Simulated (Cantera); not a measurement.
## Gas-phase reforming

An isothermal, constant-pressure homogeneous reactor starts with 46.5 % CH₄, 36.7 % CO₂, 16.7 % H₂, at 1375 K and 27.0 bar.

Cantera simulation using GRI-Mech 3.0 (53 species, 325 reactions); the numbers are that mechanism's predictions, not measurements. The pressure lies above the range GRI-Mech 3.0 was tuned for (to about 10 atm).

| t (s) | x CH₄ | x CO₂ | x H₂ | x C₂H | x HO₂ | x CH₃ | x CH₂CO |
|---|---|---|---|---|---|---|---|
| 2.00e-6 | 0.465 | 0.367 | 0.167 | <1e-12 | <1e-12 | 3.54e-7 | <1e-12 |
| 8.51e-6 | 0.465 | 0.367 | 0.167 | <1e-12 | <1e-12 | 1.48e-6 | <1e-12 |
| 3.62e-5 | 0.465 | 0.367 | 0.167 | <1e-12 | <1e-12 | 4.85e-6 | <1e-12 |
| 0.000154 | 0.465 | 0.367 | 0.167 | <1e-12 | <1e-12 | 6.35e-6 | 2.06e-12 |
| 0.000654 | 0.465 | 0.367 | 0.167 | <1e-12 | <1e-12 | 6.55e-6 | 4.88e-11 |
| 0.00278 | 0.465 | 0.367 | 0.167 | <1e-12 | <1e-12 | 7.17e-6 | 8.89e-10 |
| 0.0118 | 0.463 | 0.366 | 0.167 | <1e-12 | <1e-12 | 8.03e-6 | 1.14e-8 |
| 0.0503 | 0.457 | 0.358 | 0.166 | <1e-12 | <1e-12 | 8.83e-6 | 8.19e-8 |
| 0.214 | 0.435 | 0.326 | 0.154 | 1.94e-12 | <1e-12 | 1.08e-5 | 5.66e-7 |
| 0.910 | 0.377 | 0.226 | 0.109 | 1.08e-11 | <1e-12 | 1.32e-5 | 3.89e-6 |
| 3.87 | 0.332 | 0.162 | 0.0984 | 1.97e-11 | <1e-12 | 1.40e-5 | 7.59e-6 |
| 16.5 | 0.330 | 0.146 | 0.115 | 1.14e-11 | <1e-12 | 1.28e-5 | 5.66e-6 |
| 70.0 | 0.306 | 0.111 | 0.162 | 2.92e-12 | <1e-12 | 1.00e-5 | 3.40e-6 |
x: mole fraction; the columns are a selection and need not sum to one.

Equilibrium at this temperature and pressure: CH₄ 0.0735, CO₂ 0.00454, H₂ 0.494, C₂H <1e-12, HO₂ <1e-12, CH₃ 1.38e-6, CH₂CO 3.91e-7 (gas phase only).
